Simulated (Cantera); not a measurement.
An isothermal plug-flow reactor at 900 K and 20000 Pa (inlet), inlet velocity 1.7 m/s, active area per volume 130 1/m; feed 0.527 % CH4, 1.64 % O2, 92.6 % N2, 5.27 % H2O, equivalence ratio 0.64.

Computed with Cantera and Deutschmann's 1995 Pt surface mechanism with GRI-Mech 3.0 gas chemistry. Catalytic surfaces can have several steady states; this one follows from the mechanism file's or the stated starting coverage. Mass transfer to the wall is taken as infinitely fast.

Problem. Predict: x(CH4) at z = 0.0057 m; x(O2) at z = 0.0057 m; x(H2O) at z = 0.0057 m; x(CO2) at z = 0.0057 m; x(CO) at z = 0.0057 m; θ(free Pt) at the exit; θ(O*) at the exit; θ(OH*) at the exit.

Solution. 
| Item | Value |
|---|---|
| x(CH4) at z = 0.0057 m | 0.00499 |
| x(O2) at z = 0.0057 m | 0.0158 |
| x(H2O) at z = 0.0057 m | 0.0533 |
| x(CO2) at z = 0.0057 m | 0.000278 |
| x(CO) at z = 0.0057 m | 2.27e-6 |
| θ(free Pt) at the exit | 0.262 |
| θ(O*) at the exit | 0.735 |
| θ(OH*) at the exit | 0.00301 |
